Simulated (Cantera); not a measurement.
Feed: 1 mol Cu2O, 0.7 mol CO, 0.15 mol H2, held at 1.33 mbar.

These are equilibrium values from Cantera (NASA tables, ideal gas, pure condensed phases), not measurements of a reactor. Candidate condensed phases: C, C6H6, C7H8, C8H18, Cu, CuO, Cu(OH)2, Cu2O, H2O; 113 gas species. The numbers say what is thermodynamically allowed, not how fast it happens. All values below are at 2225 K.

Base state: Cu 0.633, CO2 0.125, CO 0.0970, O2 0.0634, H2O 0.0311, O 0.0218, H 0.0119, OH 0.0119 (mole fractions); condensed: gas only.

Task: What changes in the equilibrium state with this change: CO from 0.7 to 19 mol?

Result: 
| species | before | after |
|---|---|---|
| CO | 0.0970 | 0.849 |
| Cu | 0.633 | 0.0941 |
| CO2 | 0.125 | 0.0450 |
| O2 | 0.0634 | 0.000107 |
| H2O | 0.0311 | 0.000612 |
| OH | 0.0119 | 0.000339 |
| O | 0.0218 | 0.000898 |
| H | 0.0119 | 0.00824 |
| CuO | 0.000511 | 3.12e-6 |
| Cu2 | 0.000155 | 3.43e-6 |
| H2 | 0.00451 | 0.00216 |
